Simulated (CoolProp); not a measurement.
A simple Rankine cycle with R114: condensing at 323.15 K, boiler at 1.27 MPa, turbine inlet 369.6 K, turbine efficiency 0.7, pump efficiency 0.7, no recuperator. Each further row changes one setting.

The numbers come from the reference Helmholtz-energy equation of state, Platzer 1990 in CoolProp. This equation is an older, rougher fit; its heat capacities, sound speeds and derivatives of the liquid may be far off and weren't checked against measurements.

```json
[
 {"case": "as stated", "thermal efficiency (%)": "6.8", "net work (kJ/kg)": "9.58", "heat in (kJ/kg)": "142", "turbine exit temperature (K)": "[?]", "volume ratio over the turbine": "3.18"},
 {"case": "turbine inlet 389.6 K", "thermal efficiency (%)": "6.7", "net work (kJ/kg)": "10.7", "heat in (kJ/kg)": "160", "turbine exit temperature (K)": "[?]", "volume ratio over the turbine": "[?]"},
 {"case": "condensing temperature 315.15 K", "thermal efficiency (%)": "7.9", "net work (kJ/kg)": "11.8", "heat in (kJ/kg)": "150", "turbine exit temperature (K)": "337.8", "volume ratio over the turbine": "4.00"},
 {"case": "boiler pressure 0.889 MPa", "thermal efficiency (%)": "4.7", "net work (kJ/kg)": "6.94", "heat in (kJ/kg)": "148", "turbine exit temperature (K)": "353.7", "volume ratio over the turbine": "2.07"},
 {"case": "turbine efficiency 0.6", "thermal efficiency (%)": "5.7", "net work (kJ/kg)": "8.09", "heat in (kJ/kg)": "142", "turbine exit temperature (K)": "344.1", "volume ratio over the turbine": "3.21"}
]
```

What belongs in the gaps?


- as stated, turbine exit temperature (K): 342.2
- turbine inlet 389.6 K, turbine exit temperature (K): 364.1
- turbine inlet 389.6 K, volume ratio over the turbine: 3.05
